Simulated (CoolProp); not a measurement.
Vapour-liquid equilibrium of carbon dioxide (1) + neopentane (2) at 262.8 K; x and y are mole fractions of (1).

Values from CoolProp's multi-fluid Helmholtz-energy mixture model, Span 1996 and Lemmon 2006; pair parameters Bell 2016.

| x | bubble pressure, mixture model (MPa) | bubble pressure, Raoult's law (MPa) | y, mixture model | y, Raoult's law |
|---|---|---|---|---|
| 0.05 | 0.2228 | 0.1753 | 0.790 | 0.748 |
| 0.15 | 0.5867 | 0.4329 | 0.920 | 0.909 |
| 0.25 | 0.9264 | 0.6905 | 0.949 | 0.950 |
| 0.35 | 1.214 | 0.9480 | 0.962 | 0.968 |
| 0.45 | 1.445 | 1.206 | 0.969 | 0.979 |
| 0.55 | 1.632 | 1.463 | 0.973 | 0.986 |
| 0.65 | 1.801 | 1.721 | 0.977 | 0.991 |
| 0.75 | 1.979 | 1.978 | 0.982 | 0.994 |
| 0.85 | 2.193 | 2.236 | 0.987 | 0.997 |
| 0.95 | 2.462 | 2.494 | 0.995 | 0.999 |

The largest gap from Raoult's law is +35.5 % in bubble pressure, at x = 0.15. No azeotrope shows between x = 0.05 and 0.95.

Pair parameters are fitted to limited data, so mixtures are less certain than the pure fluids. The gap from Raoult's law changes sign with composition, which may be real or a fault of the pair parameters; it wasn't checked against measurements.
